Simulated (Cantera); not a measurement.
What does this Cantera script print?

```python
import numpy as np
import cantera as ct

gas_names = """
    AL ALCL ALCL2 ALCL3 ALH ALO ALOCL ALOH ALO2 ALO2H AL2 AL2CL6 AL2O AL2O2 CL CLO CL2 H HALO HCL HOCL
    HO2 H2 H2O H2O2 O OH O2 O3
""".split()
cond_names = """
    AL(cr) AL(L) ALCL3(s) ALCL3(L) AL2O3(a) AL2O3(L) H2O(s) H2O(L)
""".split()


# ... load() reads the species with a 1 bar reference pressure and builds the phases ...
atoms = {
    'Al': {'AL': 1},
    'HCl': {'H': 1, 'CL': 1},
    'H2': {'H': 2},
    'H2O': {'H': 2, 'O': 1},
}
top_T = {}  # K; cautious upper limits of use, not melting points


# ... equilibrate(T, P, feed) seeds the gas with the atoms and calls Mixture.equilibrate('TP', solver="vcs", rtol=1e-11, max_steps=5000) ...
results = []
feed = {'Al': 1, 'HCl': 2.6, 'H2': 570, 'H2O': 2.1}  # mol
T = 925  # K
P = 77000  # Pa
mix = equilibrate(T, P, feed)
results.append((T, P, feed, dict(zip(mix.species_names, mix.species_moles))))
x = sorted(zip(gas.X, gas.species_names), reverse=True)
print(f"T = {T:g} K  P = {P:g} Pa  gas = {mix.phase_moles(0):.4g} mol")
print("   x: " + "  ".join(f"{s} {v:.3e}" for v, s in x if v > 1e-05))
print("   condensed (mol): " + ("  ".join(f"{mix.phase(i).name} {mix.phase_moles(i):.4g}"
      for i in range(1, mix.n_phases) if mix.phase_moles(i) > 1e-12) or "none"))
```

Output:

```
T = 925 K  P = 77000 Pa  gas = 574.7 mol
   x: H2 9.944e-01  HCL 4.524e-03  H2O 1.044e-03
   condensed (mol): AL2O3(a) 0.5
```

Method: chemical equilibrium by Gibbs-energy minimisation in Cantera with the NASA 1993 tables (ideal gas, pure condensed phases). Condensed phases not in the tables: AlOCl.
